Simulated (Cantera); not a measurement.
What does this Cantera script print?

```python
import numpy as np
import cantera as ct

gas_names = [...]  # 136 gases of nasa_gas.yaml made of C, H, N, O
cond_names = """
    C(gr) C6H6(L) C7H8(L) C8H18(L),n-octa H2O(s) H2O(L)
""".split()


# ... load() reads the species with a 1 bar reference pressure and builds the phases ...
atoms = {
    'CO': {'C': 1, 'O': 1},
    'H2O': {'H': 2, 'O': 1},
    'N2': {'N': 2},
    'H2': {'H': 2},
}
top_T = {'C(gr)': 4500}  # K; cautious upper limits of use, not melting points


# ... equilibrate(T, P, feed) seeds the gas with the atoms and calls Mixture.equilibrate('TP', solver="vcs", rtol=1e-11, max_steps=5000) ...
results = []
feed = {'CO': 1, 'H2O': 0.021, 'N2': 0.55, 'H2': 8.3}  # mol
T = 873  # K
P = 1900000  # Pa
mix = equilibrate(T, P, feed)
results.append((T, P, feed, dict(zip(mix.species_names, mix.species_moles))))
print(gas.report(threshold=1e-06))
for i in range(1, mix.n_phases):
    print(f"{mix.phase(i).name:16s} {mix.phase_moles(i):12.5e} mol")
```

Result:

```
       temperature   873 K
          pressure   1.9e+06 Pa
           density   2.0208 kg/m^3
  mean mol. weight   7.72 kg/kmol
   phase of matter   gas

                          1 kg             1 kmol
                     ---------------   ---------------
          enthalpy         -2.86e+06       -2.2079e+07  J
   internal energy       -3.8003e+06       -2.9338e+07  J
           entropy             21859        1.6875e+05  J/K
    Gibbs function       -2.1943e+07        -1.694e+08  J
 heat capacity c_p            4687.6             36188  J/K
 heat capacity c_v            3610.6             27874  J/K

                      mass frac. Y      mole frac. X     chem. pot. / RT
                     ---------------   ---------------   ---------------
               CH4           0.26479           0.12742           -34.013
                CO         0.0002898        7.9872e-05           -46.977
               CO2        0.00023578         4.136e-05           -89.211
              C2H6        4.6645e-06        1.1975e-06           -53.391
                H2           0.17501           0.67019           -14.634
               H2O            0.3035           0.13006           -56.868
               NH3         0.0091009         0.0041254           -34.085
                N2           0.24707          0.068085           -24.266
     [ +128 minor]        3.8236e-08        9.9629e-09

C(gr)             0.00000e+00 mol
```

Equilibrium computed with Cantera from the NASA thermochemical tables; the gas is ideal and each condensed phase is pure.
